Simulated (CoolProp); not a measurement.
Vapour-liquid equilibrium of CH2F2 (R32) (1) + R142b (2) at 218.6 K; x and y are mole fractions of (1).

The numbers come from the multi-fluid Helmholtz-energy mixture model, Tillner-Roth 1997 and Lemmon 2006; pair parameters Bell 2016 in CoolProp.

### Question
Give the bubble pressure and the first vapour's composition at x = 0.2, 0.35, 0.575. Is there an azeotrope?

### Answer
x = 0.2: 32.46 kPa, y = 0.744; x = 0.35: 47.05 kPa, y = 0.851; x = 0.575: 63.38 kPa, y = 0.918. No azeotrope shows between x = 0.05 and 0.95.

The pair parameters rest on a limited set of measurements; away from them the model extrapolates.
